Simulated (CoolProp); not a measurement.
Properties of 1-butene along the isobar 0.101 MPa (Tc = 419.3 K, pc = 4.006 MPa, ω = 0.192).

Model: reference Helmholtz-energy equation of state, Lemmon 2005, in CoolProp. It is a short technical equation, of lower accuracy than the large ones.

```
T (K)   phase  cv (kJ/(kg K))  speed of sound (m/s)  Joule-Thomson coefficient (K/MPa)  isothermal compressibility (1/MPa)  expansivity (1/kK)  fugacity coefficient
-----  ------  --------------  --------------------  ---------------------------------  ----------------------------------  ------------------  --------------------
237.7  liquid           1.411                  1213                            -0.4472                            0.001510               1.652                0.2700
295.2     gas           1.380                 215.3                              29.12                               10.20               3.751                0.9720
323.9     gas           1.483                 226.0                              20.68                               10.11               3.313                0.9797
352.6     gas           1.591                 236.0                              15.38                               10.06               2.986                0.9847
381.4     gas           1.703                 245.4                              11.86                               10.02               2.726                0.9881
410.1     gas           1.815                 254.4                              9.432                               9.996               2.514                0.9906
438.8     gas           1.926                 262.9                              7.686                               9.977               2.336                0.9925
467.5     gas           2.034                 271.2                              6.391                               9.963               2.183                0.9939
496.3     gas           2.140                 279.2                              5.400                               9.951               2.049                0.9950
525       gas           2.241                 287.0                              4.629                               9.942               1.932                0.9958
```
